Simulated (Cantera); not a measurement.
Cantera run, input and output.

```python
import numpy as np
import cantera as ct

gas = ct.Solution("h2o2.yaml")
gas.TPX = 1200, 100000, {'H2': 1, 'O2': 0.455, 'N2': 1.71}
reactor = ct.IdealGasReactor(gas, energy="on", clone=False)
net = ct.ReactorNet([reactor])
net.rtol, net.atol = 1e-08, 1e-16
show = ['H2', 'O2', 'H2O2', 'OH', 'HO2', 'H2O']
times = np.geomspace(1e-06, 1, 11)

steps = ct.SolutionArray(gas, extra=["t"])
rows = []
print(f"{'t/s':>10s}{'T/K':>9s}{'P/Pa':>11s}" + "".join(f"{s:>11s}" for s in show))
for t in times:
    while net.time < t:
        t_next = net.step()
        steps.append(gas.state, t=t_next)
    rows.append([np.interp(t, steps.t, y) for y in (steps.T, steps.P, *steps(*show).X.T)])
    print(f"{t:10.3e}{rows[-1][0]:9.1f}{rows[-1][1]:11.4g}" + "".join(f"{x:11.3e}" for x in rows[-1][2:]))
rate = np.gradient(steps.T, steps.t)
print("integrator steps:", len(steps.t))
if steps.T.max() > steps.T[0] + 200:
    print(f"time of steepest temperature rise: {steps.t[rate.argmax()]:.4e} s")
gas.TPX = 1200, 100000, {'H2': 1, 'O2': 0.455, 'N2': 1.71}
gas.equilibrate("UV")
print(f"equilibrium (UV): T = {gas.T:.1f} K  " + "  ".join(f"{s} {gas[s].X[0]:.3e}" for s in show))
```

Result:

```
       t/s      T/K       P/Pa         H2         O2       H2O2         OH        HO2        H2O
 1.000e-06   1200.0      1e+05  3.160e-01  1.438e-01  3.061e-12  1.459e-10  3.229e-09  4.221e-10
 3.981e-06   1200.0      1e+05  3.160e-01  1.438e-01  5.219e-11  1.305e-09  1.466e-08  1.393e-08
 1.585e-05   1200.0      1e+05  3.160e-01  1.438e-01  2.402e-09  1.112e-07  3.757e-07  2.261e-06
 6.310e-05   2602.6  1.998e+05  7.313e-02  1.747e-02  4.169e-07  3.327e-02  8.981e-06  2.305e-01
 2.512e-04   2965.1  2.219e+05  6.515e-02  1.140e-02  6.760e-07  3.133e-02  8.763e-06  2.588e-01
 1.000e-03   2965.1  2.219e+05  6.515e-02  1.140e-02  6.760e-07  3.133e-02  8.763e-06  2.588e-01
 3.981e-03   2965.1  2.219e+05  6.515e-02  1.140e-02  6.760e-07  3.133e-02  8.763e-06  2.588e-01
 1.585e-02   2965.1  2.219e+05  6.515e-02  1.140e-02  6.760e-07  3.133e-02  8.763e-06  2.588e-01
 6.310e-02   2965.1  2.219e+05  6.515e-02  1.140e-02  6.760e-07  3.133e-02  8.763e-06  2.588e-01
 2.512e-01   2965.1  2.219e+05  6.515e-02  1.140e-02  6.760e-07  3.133e-02  8.763e-06  2.588e-01
 1.000e+00   2965.1  2.219e+05  6.515e-02  1.140e-02  6.760e-07  3.133e-02  8.763e-06  2.588e-01
integrator steps: 1253
time of steepest temperature rise: 4.5004e-05 s
equilibrium (UV): T = 2965.1 K  H2 6.515e-02  O2 1.140e-02  H2O2 6.760e-07  OH 3.133e-02  HO2 8.763e-06  H2O 2.588e-01
```

Computed with Cantera and the H2/O2 subset of GRI-Mech 3.0, which has no nitrogen chemistry.
